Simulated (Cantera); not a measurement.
## Catalytic combustion on Pt

An isothermal plug-flow reactor at 725 K and 1.00 bar (inlet), inlet velocity 4.7 m/s, active area per volume 1600 1/m; feed H2 : O2 : N2 = 0.0042 : 0.012 : 0.79 (molar parts).

Computed with Cantera and Deutschmann's 1995 Pt surface mechanism with GRI-Mech 3.0 gas chemistry. Catalytic surfaces can have several steady states; this one follows from the mechanism file's or the stated starting coverage. Mass transfer to the wall is taken as infinitely fast.

| z (m) | x H2 | x O2 | x H2O | θ free Pt | θ O* | θ OH* |
|---|---|---|---|---|---|---|
| 4.8e-05 | 0.00387 | 0.0142 | 0.00135 | 0.497 | 0.498 | 0.00503 |
| 9.3e-05 | 0.00309 | 0.0138 | 0.00212 | 0.409 | 0.586 | 0.00501 |
| 0.00018 | 0.00221 | 0.0134 | 0.00301 | 0.301 | 0.694 | 0.00485 |
| 0.00035 | 0.00140 | 0.0130 | 0.00382 | 0.197 | 0.798 | 0.00439 |
| 0.00067 | 0.000816 | 0.0127 | 0.00440 | 0.120 | 0.876 | 0.00370 |
| 0.0013 | 0.000434 | 0.0125 | 0.00479 | 0.0711 | 0.926 | 0.00299 |
| 0.0025 | 0.000206 | 0.0124 | 0.00502 | 0.0466 | 0.951 | 0.00249 |
| 0.0048 | 7.49e-5 | 0.0123 | 0.00515 | 0.0355 | 0.962 | 0.00220 |
x: gas mole fraction; θ: surface coverage.
